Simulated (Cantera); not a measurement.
Charge: 1 mol V2O5, 0.7 mol H2, 8.5 mol H2O, held at 1123 K and 40.0 Pa.

Equilibrium computed with Cantera from the NASA thermochemical tables; the gas is ideal and each condensed phase is pure. Condensed phases not in the tables: the oxides between V2O3 and V2O5 other than VO2. Equilibrium is a limit: real reactors are often held back by kinetics, nucleation or transport.

| species | before | after |
|---|---|---|
| H2O | 0.984 | 0.936 |
| O2 | 0.0160 | 0.0252 |
| VO2 | 1.18e-9 | 0.0247 |
| H | 2.01e-9 | 0.000813 |
| O | 2.79e-8 | 0.000461 |
| H2 | 8.93e-7 | 0.00766 |
| OH | 1.14e-5 | 0.00547 |
| V2O4(s), mol | 1.00 | 0.737 |
| V2O3(s), mol | 0 | 0.143 |
Gas species are given as mole fractions.

Q: What was changed between the two runs?
A) temperature from 1123 K to 1725 K
B) temperature from 1123 K to 1775 K
C) temperature from 1123 K to 748.15 K
D) temperature from 1123 K to 1698.15 K

A: A, temperature from 1123 K to 1725 K. Mutual solubility and eutectic melting of coexisting phases are not modelled
